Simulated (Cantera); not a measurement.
Input: 1 mol CH3SiH3, 2.3 mol CH4, 2000 mol H2, at 15000 Pa.

Cantera equilibrium calculation (NASA polynomials, part measured and part estimated; ideal gas, pure solids and liquids). Candidate condensed phases: C, C6H6, C7H8, C8H18, Si, SiC; 87 gas species. The feed counts by its element totals alone. Rates play no part.

Question: Which condensed phases are stable at each of these points (T (K)): 1275, 1375, 1475, 1575, 1675, 1775, 1875?

Answer: 
| T (K) | condensed phases | Si condensed (%) |
|---|---|---|
| 1275 | SiC(s) | 100.0 |
| 1375 | C(graphite) + SiC(s) | 100.0 |
| 1475 | C(graphite) + SiC(s) | 100.0 |
| 1575 | C(graphite) + SiC(s) | 100.0 |
| 1675 | C(graphite) + SiC(s) | 100.0 |
| 1775 | C(graphite) + SiC(s) | 99.8 |
| 1875 | C(graphite) + SiC(s) | 99.1 |

At 1275 K the condensed part is SiC(s). From 1375 K to 1875 K the condensed part is C(graphite) + SiC(s).
